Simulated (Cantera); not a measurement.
An isothermal plug-flow reactor at 825 K and 510 Torr (inlet), inlet velocity 0.84 m/s, active area per volume 1100 1/m; feed H₂ : O₂ : N₂ = 0.012 : 0.051 : 0.79 (molar parts).

Computed with Cantera and Deutschmann's 1995 Pt surface mechanism with GRI-Mech 3.0 gas chemistry. Catalytic surfaces can have several steady states; this one follows from the mechanism file's or the stated starting coverage. Mass transfer to the wall is taken as infinitely fast.

**Question.** What does this change do: temperature 825 to 623 K?

**Answer.** 
| quantity | before | after |
|---|---|---|
| x(H₂) at z = 0.022 m | <1e-12 | 1.51e-5 |
| x(O₂) at z = 0.022 m | 0.0531 | 0.0531 |
| x(H₂O) at z = 0.022 m | 0.0142 | 0.0142 |
| θ(free Pt) at the exit | 0.0721 | 0.00266 |
| θ(O*) at the exit | 0.926 | 0.996 |
| θ(OH*) at the exit | 0.00238 | 0.00178 |
